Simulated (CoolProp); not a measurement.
Saturation properties of normal hydrogen.

Computed with CoolProp (reference Helmholtz-energy equation of state, Leachman 2009).

```tsv
T (°C)	p (MPa)	vapour density (kg/m³)	enthalpy of vaporisation (kJ/kg)	liquid cp (kJ/(kg K))	liquid viscosity (µPa s)	liquid conductivity (mW/(m K))
-249.25	0.2523	3.089	422.3	12.23	10.3	103
-248.15	0.3210	3.894	409.2	13.30	9.46	102
-247.15	0.3940	4.767	394.8	14.49	8.79	101
-246.05	0.4869	5.920	375.6	16.16	8.10	100
-244.95	0.5942	7.327	352.1	18.46	7.44	98.4
-243.95	0.7054	8.903	326.1	21.53	6.85	96.5
-242.85	0.8439	11.11	290.1	27.21	6.20	93.9
-241.75	1.001	14.15	241.7	39.86	5.49	90.9
-240.75	1.162	18.62	173.6	85.59	4.68	90.2
```

It boils at -252.8 °C under 1 atm.

Viscosity comes from a separate model (Muzny 2013). Thermal conductivity comes from a separate model (Assael 2011).
